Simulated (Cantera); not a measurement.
# BaF₂ + H₂ + N₂ (halide evaporation, hydrolysis and transport)

A closed system holds: 1 mol BaF₂, 4.3 mol H₂, 0.13 mol N₂, held at 0.400 Pa.

Equilibrium computed with Cantera from the NASA thermochemical tables; the gas is ideal and each condensed phase is pure. Candidate condensed phases: Ba, BaF₂; 24 gas species. Rates play no part.

```json
[
 {"T (K)": "898", "x H₂": "0.971", "x BaF₂": "1.17e-8", "x HF": "4.45e-8", "x BaF": "4.22e-8", "x H": "5.39e-8", "x N₂": "0.0293", "x Ba": "1.11e-9", "n BaF₂(s)": "1.00"},
 {"T (K)": "973", "x H₂": "0.971", "x BaF₂": "6.51e-7", "x HF": "9.45e-7", "x BaF": "9.21e-7", "x H": "5.33e-7", "x N₂": "0.0293", "x Ba": "1.20e-8", "n BaF₂(s)": "1.000"},
 {"T (K)": "1048", "x H₂": "0.971", "x BaF₂": "1.98e-5", "x HF": "1.29e-5", "x BaF": "1.27e-5", "x H": "3.81e-6", "x N₂": "0.0293", "x Ba": "9.13e-8", "n BaF₂(s)": "1.000"},
 {"T (K)": "1123", "x H₂": "0.970", "x BaF₂": "0.000374", "x HF": "0.000122", "x BaF": "0.000121", "x H": "2.10e-5", "x N₂": "0.0293", "x Ba": "5.25e-7", "n BaF₂(s)": "0.998"},
 {"T (K)": "1198", "x H₂": "0.964", "x BaF₂": "0.00473", "x HF": "0.000859", "x BaF": "0.000855", "x H": "9.33e-5", "x N₂": "0.0292", "x Ba": "2.42e-6", "n BaF₂(s)": "0.975"},
 {"T (K)": "1273", "x H₂": "0.919", "x BaF₂": "0.0432", "x HF": "0.00468", "x BaF": "0.00467", "x H": "0.000342", "x N₂": "0.0279", "x Ba": "9.06e-6", "n BaF₂(s)": "0.777"},
 {"T (K)": "1348", "x H₂": "0.777", "x BaF₂": "0.168", "x HF": "0.0151", "x BaF": "0.0151", "x H": "0.00102", "x N₂": "0.0237", "x Ba": "2.75e-5", "n BaF₂(s)": "0"},
 {"T (K)": "1423", "x H₂": "0.768", "x BaF₂": "0.158", "x HF": "0.0237", "x BaF": "0.0235", "x H": "0.00291", "x N₂": "0.0236", "x Ba": "7.93e-5", "n BaF₂(s)": "0"},
 {"T (K)": "1498", "x H₂": "0.754", "x BaF₂": "0.146", "x HF": "0.0348", "x BaF": "0.0344", "x H": "0.00746", "x N₂": "0.0234", "x Ba": "0.000204", "n BaF₂(s)": "0"},
 {"T (K)": "1573", "x H₂": "0.733", "x BaF₂": "0.130", "x HF": "0.0484", "x BaF": "0.0475", "x H": "0.0174", "x N₂": "0.0232", "x Ba": "0.000477", "n BaF₂(s)": "0"},
 {"T (K)": "1648", "x H₂": "0.701", "x BaF₂": "0.112", "x HF": "0.0637", "x BaF": "0.0616", "x H": "0.0373", "x N₂": "0.0227", "x Ba": "0.00101", "n BaF₂(s)": "0"}
]
```
x: gas mole fraction; n: condensed amount in mol.

From 898 K to 1273 K the condensed part is BaF₂(s). From 1348 K to 1648 K nothing is condensed. The main Ba-bearing gas is BaF at 898 K and BaF₂ at 1648 K.
